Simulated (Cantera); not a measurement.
## Equilibrium for oxide etching and cleaning by halides: Al₂O₃ + HCl + H₂

Charge: 1 mol Al₂O₃, 3 mol HCl, 3.2 mol H₂, at 13300 Pa.

Equilibrium computed with Cantera from the NASA thermochemical tables; the gas is ideal and each condensed phase is pure. Candidate condensed phases: Al, AlCl₃, Al₂O₃, H₂O; 29 gas species. The tables' values for AlCl₂ are old estimates; treat these amounts as uncertain. Condensed phases not in the tables: AlOCl. Kinetics and transport are ignored.

```tsv
T (°C)	x H₂	x HCl	x H₂O	x H	x AlCl₃	x Cl	x AlCl₂	x AlCl	n Al₂O₃(s)
500	0.516	0.484	1.50e-5	1.79e-12	9.97e-6	1.77e-12	<1e-12	<1e-12	1.000
700	0.516	0.484	0.000118	2.13e-9	7.88e-5	1.88e-9	9.45e-11	<1e-12	1.000
900	0.516	0.483	0.000451	2.32e-7	0.000301	1.90e-7	2.76e-8	9.68e-11	0.999
1100	0.516	0.482	0.00114	6.55e-6	0.000761	5.07e-6	1.48e-6	3.80e-8	0.998
1300	0.516	0.480	0.00227	8.00e-5	0.00148	5.91e-5	2.78e-5	3.13e-6	0.995
1500	0.516	0.476	0.00396	0.000560	0.00230	0.000397	0.000248	8.77e-5	0.992
1700	0.513	0.470	0.00702	0.00265	0.00258	0.00181	0.00111	0.000984	0.985
```
x: gas mole fraction; n: condensed amount in mol.

From 500 °C to 1700 °C the condensed part is Al₂O₃(s). The main Al-bearing gas is AlCl₃ throughout.
